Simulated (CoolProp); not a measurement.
Vapour-liquid equilibrium of carbon dioxide (1) + R152A (2) at 221.9 K; x and y are mole fractions of (1).

Computed with CoolProp (multi-fluid Helmholtz-energy mixture model, Span 1996 and Outcalt 1996; pair parameters Bell 2016).

```json
[
 {"x": "0.05", "bubble pressure (MPa)": "0.05708", "y at the bubble point": "0.569", "dew pressure at overall composition x (MPa)": "0.02683", "liquid density (mol/L)": "16.48"},
 {"x": "0.15", "bubble pressure (MPa)": "0.1206", "y at the bubble point": "0.813", "dew pressure at overall composition x (MPa)": "0.02989", "liquid density (mol/L)": "17.18"},
 {"x": "0.25", "bubble pressure (MPa)": "0.1839", "y at the bubble point": "0.889", "dew pressure at overall composition x (MPa)": "0.03374", "liquid density (mol/L)": "17.95"},
 {"x": "0.35", "bubble pressure (MPa)": "0.2462", "y at the bubble point": "0.926", "dew pressure at overall composition x (MPa)": "0.03870", "liquid density (mol/L)": "18.77"},
 {"x": "0.45", "bubble pressure (MPa)": "0.3076", "y at the bubble point": "0.948", "dew pressure at overall composition x (MPa)": "0.04537", "liquid density (mol/L)": "19.67"},
 {"x": "0.55", "bubble pressure (MPa)": "0.3680", "y at the bubble point": "0.963", "dew pressure at overall composition x (MPa)": "0.05481", "liquid density (mol/L)": "20.64"},
 {"x": "0.65", "bubble pressure (MPa)": "0.4281", "y at the bubble point": "0.974", "dew pressure at overall composition x (MPa)": "0.06918", "liquid density (mol/L)": "21.71"},
 {"x": "0.75", "bubble pressure (MPa)": "0.4885", "y at the bubble point": "0.983", "dew pressure at overall composition x (MPa)": "0.09374", "liquid density (mol/L)": "22.87"},
 {"x": "0.85", "bubble pressure (MPa)": "0.5504", "y at the bubble point": "0.990", "dew pressure at overall composition x (MPa)": "0.1451", "liquid density (mol/L)": "24.16"},
 {"x": "0.95", "bubble pressure (MPa)": "0.6148", "y at the bubble point": "0.997", "dew pressure at overall composition x (MPa)": "0.3149", "liquid density (mol/L)": "25.57"}
]
```

No azeotrope shows between x = 0.05 and 0.95.

The pair parameters rest on a limited set of measurements; away from them the model extrapolates. The gap from Raoult's law changes sign with composition, which may be real or a fault of the pair parameters; it wasn't checked against measurements.
